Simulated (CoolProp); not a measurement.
A closed Brayton cycle with carbon dioxide: compressor inlet 330.15 K and 8.1 MPa, high pressure 18.6 MPa, turbine inlet 650 K, compressor efficiency 0.89, turbine efficiency 0.93, recuperator effectiveness 0.95 (on enthalpy, no pinch check). Each further row changes one setting.

Computed with CoolProp (reference Helmholtz-energy equation of state, Span 1996).

| case | thermal efficiency (%) | net work (kJ/kg) | compressor to turbine work | compressor exit (K) | turbine exit (K) |
|---|---|---|---|---|---|
| as stated | 27.6 | 43.5 | 0.49 | 401.7 | 560.3 |
| turbine inlet 600 K | … | 35.0 | 0.55 | 401.7 | 513.9 |
| compressor inlet 340.15 K | 26.0 | … | 0.55 | 415.3 | 560.3 |
| high pressure 15.8 MPa | 27.6 | 37.3 | 0.47 | 387.3 | … |
| recuperator effectiveness 0.5 | … | 43.5 | 0.49 | 401.7 | 560.3 |

Task: Fill in the missing entries.

Result: 
- turbine inlet 600 K, thermal efficiency (%): 23.9
- compressor inlet 340.15 K, net work (kJ/kg): 39.0
- high pressure 15.8 MPa, turbine exit (K): 577.7
- recuperator effectiveness 0.5, thermal efficiency (%): 18.2
